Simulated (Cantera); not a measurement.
A Cantera script and what it prints.

```python
import numpy as np
import cantera as ct

gas_names = """
    C CN CO CO2 C2 CCN CNC C2N2 C2O C3 C3O2 C4 C4N2 C5 N NCO NO NO2 NO3 N2 N2O O O2 O3 Si SiC SiC2 SiN
    SiO SiO2 Si2 Si2C Si2N Si3
""".split()
cond_names = """
    C(gr) Si(cr) Si(L) SiC(b) SiO2(Lqz) SiO2(hqz) SiO2(L) Si2N2O(s) Si3N4(a)
""".split()


# ... load() reads the species with a 1 bar reference pressure and builds the phases ...
atoms = {
    'Si': {'Si': 1},
    'CO2': {'C': 1, 'O': 2},
    'N2': {'N': 2},
}
top_T = {'C(gr)': 4500, 'SiC(b)': 3050, 'Si2N2O(s)': 2100, 'Si3N4(a)': 2400}  # K; cautious upper limits of use, not melting points


# ... equilibrate(T, P, feed) seeds the gas with the atoms and calls Mixture.equilibrate('TP', solver="vcs", rtol=1e-11, max_steps=5000) ...
results = []
feed = {'Si': 1, 'CO2': 0.49, 'N2': 1.9}  # mol
T = 1325  # K
P = 0.16  # Pa
mix = equilibrate(T, P, feed)
results.append((T, P, feed, dict(zip(mix.species_names, mix.species_moles))))
x = sorted(zip(gas.X, gas.species_names), reverse=True)
print(f"T = {T:g} K  P = {P:g} Pa  gas = {mix.phase_moles(0):.4g} mol")
print("   x: " + "  ".join(f"{s} {v:.3e}" for v, s in x if v > 0.001))
print("   condensed (mol): " + ("  ".join(f"{mix.phase(i).name} {mix.phase_moles(i):.4g}"
      for i in range(1, mix.n_phases) if mix.phase_moles(i) > 1e-12) or "none"))
```

It prints:

```
T = 1325 K  P = 0.16 Pa  gas = 2.048 mol
   x: N2 7.247e-01  CO 2.164e-01  SiO 5.892e-02
   condensed (mol): SiC(b) 0.04688  Si2N2O(s) 0.4162
```

Equilibrium computed with Cantera from the NASA thermochemical tables; the gas is ideal and each condensed phase is pure. N2 is the only nitrogen source here; it is nearly inert below about 1500 K, so the nitride shown seldom forms there in practice. Mutual solubility and eutectic melting of coexisting phases are not modelled.
